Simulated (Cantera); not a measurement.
Input: 1 mol SiCl₄, 4.8 mol N₂, held at 1075 K and 140 Pa.

Method: chemical equilibrium by Gibbs-energy minimisation in Cantera with the NASA 1993 tables (ideal gas, pure condensed phases). Candidate condensed phases: Si, Si₃N₄; 13 gas species. The tables' values for SiCl₃ are old estimates; treat these amounts as uncertain. Equilibrium is a limit: real reactors are often held back by kinetics, nucleation or transport.

**Question.** What is the equilibrium state?

**Answer.** 
```
Property                             Result
--------------------------------  ---------
x(N₂)                                 0.828
x(SiCl₄)                              0.172
x(SiCl₃)                            3.03e-5
x(Cl)                               2.86e-5
gas amount                        5.800 mol
log10 activity of Si(s) (absent)     -11.18
```
